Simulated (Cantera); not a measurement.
Charge: 1 mol SiH4, 0.037 mol CH4, 3.4 mol H2, at 2200 K and 910 Pa.

Equilibrium computed with Cantera from the NASA thermochemical tables; the gas is ideal and each condensed phase is pure. Candidate condensed phases: C, C6H6, C7H8, C8H18, Si, SiC; 87 gas species. Mutual solubility and eutectic melting of coexisting phases are not modelled. Gases not in the tables: Si2H6 and higher silanes. Kinetics and transport are ignored.

Base state: H2 0.898, H 0.0560, Si 0.0405, Si2C 0.00238, SiH 0.00162, Si2 0.000649, SiH2 0.000268, Si3 0.000127 (mole fractions); condensed: Si(l) + SiC(s).

**Question.** What changes in the equilibrium state with this change: temperature from 2200 K to 2223.15 K?

**Answer.** 
```
species       before    after
-----------  -------  -------
H2             0.898    0.880
H             0.0560   0.0630
Si            0.0405   0.0506
SiC2         4.48e-5  7.02e-5
Si2C         0.00238  0.00321
Si(l), mol     0.689    0.615
SiC(s), mol   0.0221   0.0165
```
